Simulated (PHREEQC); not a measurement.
Consider water at 25 °C with 2.8 mol/kgw HCl and 0.00088 mol/kgw NiCl2. Closed to the air; pH follows from the charge balance.

Equilibrium calculation in PHREEQC: ion-association model, wateq4f.dat.

This is a speciation only: nothing precipitates in the calculation.

**Question.** Order these Ni species by the share of Ni that they hold, largest first: NiCl2, NiCl+, Ni+2.

**Answer.** NiCl2 (78 %), NiCl+ (20 %), Ni+2 (2.4 %)

The pH is -0.30 and the ionic strength 2.80 mol/kgw. The ionic strength is past about 0.7 mol/kgw, beyond the range of this activity model, so the values are rough.
